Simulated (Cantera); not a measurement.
FeS2 + H2 + N2 (hydrogen reduction and annealing atmospheres)

Input: 1 mol FeS2, 11 mol H2, 1.3 mol N2, held at 0.133 bar.

Cantera equilibrium calculation (NASA polynomials, part measured and part estimated; ideal gas, pure solids and liquids). Candidate condensed phases: Fe, FeS, FeS2, S; 16 gas species. FeS: taken at fixed stoichiometry. Rates play no part.

```csv
T (K),x H2,x N2,x H2S,x S2,x SH,x H,n FeS(s),n FeS(l)
1448,0.816,0.105,0.0748,0.00283,0.000629,2.28e-5,1.000,0
1498,0.818,0.105,0.0715,0.00425,0.000948,4.26e-5,0,1.000
1548,0.820,0.105,0.0673,0.00601,0.00137,7.64e-5,0,1.000
1598,0.823,0.105,0.0626,0.00802,0.00190,0.000132,0,1.000
1648,0.825,0.104,0.0574,0.0102,0.00253,0.000222,0,1.000
1698,0.828,0.104,0.0522,0.0123,0.00327,0.000360,0,1.000
1748,0.830,0.104,0.0470,0.0143,0.00411,0.000570,0,1.000
1798,0.832,0.104,0.0421,0.0162,0.00504,0.000879,0,0.999
1848,0.833,0.103,0.0376,0.0179,0.00605,0.00133,0,0.997
1898,0.834,0.103,0.0335,0.0193,0.00714,0.00195,0,0.993
1948,0.834,0.103,0.0298,0.0206,0.00832,0.00283,0,0.985
1998,0.832,0.102,0.0267,0.0218,0.00959,0.00401,0,0.967
```
x: gas mole fraction; n: condensed amount in mol.

At 1448 K the condensed part is FeS(s). From 1498 K to 1998 K the condensed part is FeS(l). The main Fe-bearing gas is Fe throughout.
